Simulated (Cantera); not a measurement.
A closed system holds: 1 mol C2H4, 2.5 mol NH3, 18 mol N2, held at 2398.15 K and 0.100 bar.

Cantera equilibrium calculation (NASA polynomials, part measured and part estimated; ideal gas, pure solids and liquids). Candidate condensed phases: C, C6H6, C7H8, C8H18; 92 gas species. Equilibrium is a limit: real reactors are often held back by kinetics, nucleation or transport.

Base state: N2 0.750, H2 0.203, H 0.0225, HCN 0.0212, HNC 0.00219, C2H2 (acetylene) 0.00140, CN 0.000117, C2N2 3.08e-5 (mole fractions); condensed: C(graphite).

**Question.** What changes in the equilibrium state with this change: 0.34 mol H2O added?

**Answer.** 
| species | before | after |
|---|---|---|
| N2 | 0.750 | 0.729 |
| H2 | 0.203 | 0.210 |
| H | 0.0225 | 0.0228 |
| CO | 0 | 0.0131 |
| HCN | 0.0212 | 0.0212 |
| C2H2 (acetylene) | 0.00140 | 0.00145 |
| C2N2 | 3.08e-5 | 2.99e-5 |
| CN | 0.000117 | 0.000115 |
| HNC | 0.00219 | 0.00220 |
| C(graphite), mol | 1.33 | 0.970 |
Further candidate phases: H2O.
